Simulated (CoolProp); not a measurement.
Vapour-liquid equilibrium of R125 (1) + cyclopropane (2) at 293.3 K; x and y are mole fractions of (1).

The numbers come from the multi-fluid Helmholtz-energy mixture model, Lemmon 2005 and Polt 1992; pair parameters Bell 2016 in CoolProp. This equation is an older, rougher fit; its heat capacities, sound speeds and derivatives of the liquid may be far off and weren't checked against measurements.

```tsv
x	bubble pressure (MPa)	y at the bubble point	dew pressure at overall composition x (MPa)	liquid density (mol/L)
0.05	0.7639	0.188	0.6649	14.53
0.2	1.007	0.432	0.7740	13.52
0.35	1.130	0.538	0.9154	12.62
0.5	1.201	0.615	1.087	11.84
0.65	1.245	0.695	1.224	11.19
0.8	1.260	0.797	1.259	10.67
0.95	1.232	0.939	1.228	10.26
```

y crosses x between x = 0.65 and 0.8: the model has an azeotrope there.

Pair parameters are fitted to limited data, so mixtures are less certain than the pure fluids.
